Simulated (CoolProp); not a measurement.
The fluid at 298.15 K and 0.00908 MPa flows at 0.23 m/s in a round tube of 6 mm bore and 0.25 µm roughness, fully developed (64/Re and Nu = 3.66 if laminar; Colebrook and Gnielinski if turbulent). The same conditions are run with several fluids, on thermodynamics alone (safety and materials aside).

The numbers come from the reference Helmholtz-energy equation of state of each fluid (benzene: Thol 2012; R245fa: Akasaka 2015; C2F6 (R116): Lemmon 2006; CH2F2 (R32): Tillner-Roth 1997) in CoolProp.

```
fluid        Reynolds number  Darcy friction factor  pressure drop (Pa/m)  heat-transfer coefficient (W/(m² K))  mass flow (kg/h)
-----------  ---------------  ---------------------  --------------------  ------------------------------------  ----------------
benzene                 52.5                   1.22                  1.55                                  6.44           0.00673
R245fa                  57.6                   1.11                  2.41                                  9.56            0.0115
C2F6 (R116)             49.4                   1.29                  2.89                                  9.01            0.0118
CH2F2 (R32)             19.7                   3.25                  2.73                                  8.25           0.00447
```

Transport values come from each fluid's own correlations; those of R245fa, C2F6 (R116), CH2F2 (R32) are estimates that may be off by 10 % or more.
